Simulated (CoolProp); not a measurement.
Values from CoolProp's reference Helmholtz-energy equation of state, Lemmon 2006. It is a short technical equation, of lower accuracy than the large ones.

Question: Give the vapour pressure (MPa), liquid density (kg/m³), liquid cp (kJ/(kg K)), vapour Z of saturated carbonyl sulfide at -30.55, 50.55 °C.

Answer: 
```csv
T (°C),p (MPa),liquid density (kg/m³),liquid cp (kJ/(kg K)),vapour Z
-30.55,0.232,1130,1.21,0.949
50.55,2.30,908,1.54,0.750
```
